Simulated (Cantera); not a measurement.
Charge: 1 mol Si(CH₃)₄, 0.46 mol C₂H₂, 120 mol H₂, at 1602 °C and 13.3 mbar.

Equilibrium computed with Cantera from the NASA thermochemical tables; the gas is ideal and each condensed phase is pure. Candidate condensed phases: C, C₆H₆, C₇H₈, C₈H₁₈, Si, SiC; 87 gas species. Equilibrium is a limit: real reactors are often held back by kinetics, nucleation or transport.

Base state: H₂ 0.994, H 0.00566, C₂H₂ (acetylene) 0.000315, Si 2.27e-5 (mole fractions); condensed: C(graphite) + SiC(s).

What changes in the equilibrium state with this change: temperature from 1602 °C to 1552 °C?


| species | before | after |
|---|---|---|
| H₂ | 0.994 | 0.996 |
| H | 0.00566 | 0.00381 |
| C₂H₂ (acetylene) | 0.000315 | 0.000214 |
| Si | 2.27e-5 | 9.20e-6 |
| C(graphite), mol | 3.84 | 3.87 |
| SiC(s), mol | 0.996 | 0.999 |
